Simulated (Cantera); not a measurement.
Feed: 1 mol n-butane, 0.2 mol CO2, a varied amount of N2, at 2398.15 K and 1.13 Torr.

Equilibrium computed with Cantera from the NASA thermochemical tables; the gas is ideal and each condensed phase is pure. Candidate condensed phases: C, C6H6, C7H8, C8H18, H2O; 136 gas species. Kinetics and transport are ignored.

**Question.** At 1.5 mol N2, list the 7 most abundant gas species with their mole fractions, and the condensed phases.

**Answer.** H2 0.471, H 0.279, N2 0.178, CO 0.0498, HCN 0.0157, C2H2 (acetylene) 0.00326, HNC 0.00163. Condensed: C(graphite).
